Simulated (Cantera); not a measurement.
# Ti(OiPr)4 + C3H8 + CO2 (titanium nitride, carbide and oxide coatings)

A closed system holds: 1 mol Ti(OiPr)4, 0.57 mol C3H8, 2 mol CO2, held at 0.133 bar.

These are equilibrium values from Cantera (NASA tables, ideal gas, pure condensed phases), not measurements of a reactor. Candidate condensed phases: C, C6H6, C7H8, C8H18, H2O, Ti, TiC, TiO, TiO2, Ti2O3, Ti3O5, Ti4O7; 113 gas species. The feed counts by its element totals alone. Mutual solubility and eutectic melting of coexisting phases are not modelled. TiC: taken at fixed stoichiometry. Condensed phases not in the tables: Magnéli phases beyond Ti4O7. Kinetics and transport are ignored.

At 1273 K the condensed part is C(graphite) + Ti4O7(s). At 1373 K the condensed part is C(graphite) + TiC(s) + Ti3O5(s). From 1473 K to 2173 K the condensed part is C(graphite) + TiC(s).

```tsv
T (K)	x H2	x CO	x H	x C2H2 (acetylene)	x CH4	x H2O	x CO2	x CH3	n C(graphite)	n Ti4O7(s)	n TiC(s)	n Ti3O5(s)
1273	0.722	0.277	1.66e-6	2.68e-7	0.000652	0.000317	7.36e-5	2.93e-8	9.45	0.250	0	0
1373	0.716	0.284	7.72e-6	1.24e-6	0.000344	0.000127	2.44e-5	7.39e-8	9.18	0	0.0724	0.309
1473	0.670	0.329	2.84e-5	4.36e-6	0.000176	6.17e-5	1.22e-5	1.50e-7	6.71	0	1.00	0
1573	0.670	0.329	9.12e-5	1.38e-5	0.000110	3.06e-5	5.20e-6	3.04e-7	6.71	0	1.00	0
1673	0.670	0.329	0.000255	3.82e-5	7.27e-5	1.66e-5	2.46e-6	5.64e-7	6.71	0	1.00	0
1773	0.670	0.329	0.000638	9.38e-5	5.04e-5	9.61e-6	1.27e-6	9.73e-7	6.70	0	1.00	0
1873	0.669	0.329	0.00145	0.000209	3.64e-5	5.92e-6	7.09e-7	1.58e-6	6.70	0	1.00	0
1973	0.668	0.329	0.00302	0.000428	2.71e-5	3.83e-6	4.21e-7	2.44e-6	6.69	0	1.00	0
2073	0.665	0.329	0.00587	0.000815	2.08e-5	2.58e-6	2.63e-7	3.59e-6	6.67	0	1.000	0
2173	0.660	0.328	0.0107	0.00146	1.62e-5	1.80e-6	1.72e-7	5.07e-6	6.64	0	1.000	0
```
x: gas mole fraction; n: condensed amount in mol.
